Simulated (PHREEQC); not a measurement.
Dissolve 0.019 mol/kgw NaOH, 4.9e-06 mol/kgw CO2 and 4.9e-05 mol/kgw Na2CO3 at 25 °C. Closed to the air; pH follows from the charge balance.

Model: Pitzer model, pitzer.dat, run in PHREEQC.

```json
[
 {"quantity": "pH", "before": "12.21", "after": "12.75"},
 {"quantity": "HCO3- (mol/kgw)", "before": "4.18e-7", "after": "1.75e-7"}
]
```

Task: Which change was made?
A) Na2CO3 from 4.9e-05 to 4.41e-05 mol/kgw
B) temperature from 25 to 20 °C
C) temperature from 25 to 55 °C
D) temperature from 25 to 85 °C
E) temperature from 25 to 10 °C

Result: E, temperature from 25 to 10 °C

This is a speciation only: nothing precipitates in the calculation. Away from 25 °C the constants follow the database's enthalpies or fits; those with neither stay at their 25 °C values.
